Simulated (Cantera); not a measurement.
Feed: 1 mol SiF4, 0.52 mol O3, at 1825 °C and 23.0 mbar.

Cantera equilibrium calculation (NASA polynomials, part measured and part estimated; ideal gas, pure solids and liquids). Candidate condensed phases: Si, SiO2; 17 gas species. The tables' values for SiF3, SiO2 are old estimates; treat these amounts as uncertain. Equilibrium is a limit: real reactors are often held back by kinetics, nucleation or transport.

Base state: SiF4 0.557, O2 0.433, O 0.00595, F 0.00209, SiF3 0.00198, SiO 1.58e-5, SiO2 1.12e-5 (mole fractions); condensed: gas only.

### Question
What changes in the equilibrium state with this change: pressure from 23.0 mbar to 0.100 bar?

### Answer
| species | before | after |
|---|---|---|
| SiF4 | 0.557 | 0.559 |
| O2 | 0.433 | 0.436 |
| O | 0.00595 | 0.00286 |
| SiO | 1.58e-5 | 1.87e-6 |
| SiO2 | 1.12e-5 | 2.76e-6 |
The tables' values for SiF3 are old estimates; treat these amounts as uncertain.

### Question
What changes in the equilibrium state with this change: SiF4 replaced by SiCl4?

### Answer
| species | before | after |
|---|---|---|
| Cl | 0 | 0.906 |
| SiO | 1.58e-5 | 0.0344 |
| SiCl4 | 0 | 0.0201 |
| SiF4 | 0.557 | 0 |
| O2 | 0.433 | 2.25e-6 |
| Cl2 | 0 | 0.0170 |
| SiCl3 | 0 | 0.0133 |
| SiCl2 | 0 | 0.00870 |
| F | 0.00209 | 0 |
| SiF3 | 0.00198 | 0 |
| SiO2(l), mol | 0 | 0.716 |
The tables' values for SiCl3, SiO2 are old estimates; treat these amounts as uncertain. The tables hold silica as quartz up to 1696 K and as liquid above; real silica turns to tridymite and cristobalite and melts near 1996 K.

### Question
What changes in the equilibrium state with this change: pressure from 23.0 mbar to 0.490 bar?

### Answer
```json
[
 {"species": "SiF4", "before": "0.557", "after": "0.561"},
 {"species": "O2", "before": "0.433", "after": "0.437"},
 {"species": "O", "before": "0.00595", "after": "0.00129"},
 {"species": "SiO", "before": "1.58e-5", "after": "1.77e-7"},
 {"species": "SiO2", "before": "1.12e-5", "after": "5.78e-7"},
 {"species": "F", "before": "0.00209", "after": "0.000443"}
]
```
The tables' values for SiF3 are old estimates; treat these amounts as uncertain.
